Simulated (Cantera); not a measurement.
A closed system holds: 1 mol SiH4, 0.015 mol Cl2, 3.3 mol H2, at 1450 K and 1.10 mbar.

These are equilibrium values from Cantera (NASA tables, ideal gas, pure condensed phases), not measurements of a reactor. Candidate condensed phases: Si; 19 gas species. The numbers say what is thermodynamically allowed, not how fast it happens.

Base state: H2 0.994, HCl 0.00546, H 0.000284, SiCl2 9.24e-5 (mole fractions); condensed: Si(s).

Q: What changes in the equilibrium state with this change: 0.037 mol NH3 added?

A: 
```csv
species,before,after
H2,0.994,0.991
HCl,0.00546,0.00538
N2,0,0.00343
SiCl2,9.24e-5,9.02e-5
H,0.000284,0.000284
"Si(s), mol",0.999,0.999
```
Further candidate phases: NH4Cl, Si3N4.
